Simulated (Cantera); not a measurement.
Stirred combustor or abatement burner

A perfectly stirred reactor is fed with 0.601 % CH4, 0.505 % C2H6, 0.782 % C3H8, 16.4 % O2, 61.3 % N2, 20.4 % H2O, equivalence ratio 0.42, at 4.93 atm; it is adiabatic with a 475 K inlet, and is followed from long to short residence time, starting on the burning branch (τ in s: 0.057, 0.029, 0.014, 0.0073, 0.0036, 0.0018, 0.00092, 0.00046, 0.00023, 0.00012, 5.8e-05).

Model: GRI-Mech 3.0 (53 species, 325 reactions), integrated in Cantera. GRI-Mech 3.0 was tuned for natural gas; its chemistry of propane as a main component is partial and can be far from experiment.

```
τ (s)    T (K)     x CH4   x C2H6    x C3H8  x H2O      x H
-------  -----  --------  -------  --------  -----  -------
0.057     1157  0.000393  6.94e-5  0.000110  0.256  1.55e-7
0.029      475   0.00601  0.00505   0.00782  0.204   <1e-12
0.014      475   0.00601  0.00505   0.00782  0.204   <1e-12
0.0073     475   0.00601  0.00505   0.00782  0.204   <1e-12
0.0036     475   0.00601  0.00505   0.00782  0.204   <1e-12
0.0018     475   0.00601  0.00505   0.00782  0.204   <1e-12
0.00092    475   0.00601  0.00505   0.00782  0.204   <1e-12
0.00046    475   0.00601  0.00505   0.00782  0.204   <1e-12
0.00023    475   0.00601  0.00505   0.00782  0.204   <1e-12
0.00012    475   0.00601  0.00505   0.00782  0.204   <1e-12
5.8e-5     475   0.00601  0.00505   0.00782  0.204   <1e-12
```
x: mole fraction; the columns are a selection and need not sum to one.
